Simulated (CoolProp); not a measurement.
Vapour pressure (MPa) of carbon monoxide: the reference equation beside estimates from Tc = -140.3 °C, pc = 3.498 MPa, ω = 0.050. Clausius-Clapeyron is anchored at -168.15 °C with a constant enthalpy of vaporisation of 4.859 kJ/mol.

Model: reference Helmholtz-energy equation of state, Lemmon 2006, in CoolProp. It is a short technical equation, of lower accuracy than the large ones.

| T (°C) | reference | Lee-Kesler | Clausius-Clapeyron | van der Waals | Redlich-Kwong | Soave-Redlich-Kwong | Peng-Robinson |
|---|---|---|---|---|---|---|---|
| -171.75 | 0.6029 | 0.6034 | 0.6354 | 1.075 | 0.6095 | 0.6065 | 0.6039 |
| -169.95 | 0.6847 | 0.6850 | 0.7025 | 1.168 | 0.6949 | 0.6894 | 0.6858 |
| -168.15 | 0.7742 | 0.7743 | 0.7742 | 1.267 | 0.7884 | 0.7803 | 0.7754 |
| -166.35 | 0.8718 | 0.8715 | 0.8503 | 1.371 | 0.8902 | 0.8794 | 0.8734 |
| -164.55 | 0.9779 | 0.9773 | 0.9310 | 1.480 | 1.001 | 0.9872 | 0.9800 |
| -162.65 | 1.100 | 1.098 | 1.021 | 1.601 | 1.127 | 1.111 | 1.102 |
| -160.85 | 1.225 | 1.223 | 1.112 | 1.721 | 1.256 | 1.238 | 1.228 |
| -159.05 | 1.359 | 1.357 | 1.207 | 1.847 | 1.396 | 1.375 | 1.364 |
| -157.25 | 1.505 | 1.502 | 1.307 | 1.978 | 1.545 | 1.522 | 1.510 |
| -155.45 | 1.661 | 1.657 | 1.411 | 2.115 | 1.704 | 1.681 | 1.668 |
| -153.65 | 1.828 | 1.824 | 1.521 | 2.257 | 1.874 | 1.850 | 1.837 |
| -151.75 | 2.017 | 2.014 | 1.642 | 2.414 | 2.066 | 2.041 | 2.028 |
| -149.95 | 2.210 | 2.206 | 1.762 | 2.568 | 2.259 | 2.235 | 2.222 |
| -148.15 | 2.416 | 2.413 | 1.886 | 2.728 | 2.463 | 2.441 | 2.429 |
| -146.35 | 2.636 | 2.634 | 2.016 | 2.895 | 2.680 | 2.660 | 2.649 |

Absolute difference from the reference over all 15 rows, mean and median: Lee-Kesler 0.1 and 0.1 %, Clausius-Clapeyron 11.5 and 11.2 %, van der Waals 38.9 and 35.9 %, Redlich-Kwong 2.2 and 2.4 %, Soave-Redlich-Kwong 1.0 and 1.0 %, Peng-Robinson 0.3 and 0.3 %.
